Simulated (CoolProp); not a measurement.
The fluid at 477.24 K and 4.63 MPa is throttled through a valve to 1.33 MPa with no heat exchange. The same conditions are run with several fluids, on thermodynamics alone (safety and materials aside).

Model: reference Helmholtz-energy equation of state of each fluid (ethane: Bücker 2006; sulfur dioxide: Gao 2016; R22: Kamei 1995; hydrogen sulfide: Lemmon 2006; R407C: Lemmon 2003), in CoolProp. Blends and air are pseudo-pure fits.

```json
[
 {"fluid": "ethane", "temperature change (K)": "-10.6", "final density (kg/m³)": "[?]"},
 {"fluid": "sulfur dioxide", "temperature change (K)": "[?]", "final density (kg/m³)": "[?]"},
 {"fluid": "R22", "temperature change (K)": "-20.8", "final density (kg/m³)": "31.7"},
 {"fluid": "hydrogen sulfide", "temperature change (K)": "[?]", "final density (kg/m³)": "12.3"},
 {"fluid": "R407C", "temperature change (K)": "[?]", "final density (kg/m³)": "[?]"}
]
```

Problem. Some entries are withheld; supply them.

Solution. 
- ethane, final density (kg/m³): 10.5
- sulfur dioxide, temperature change (K): -34.4
- sulfur dioxide, final density (kg/m³): 24.5
- hydrogen sulfide, temperature change (K): -21.2
- R407C, temperature change (K): -16.0
- R407C, final density (kg/m³): 31.2
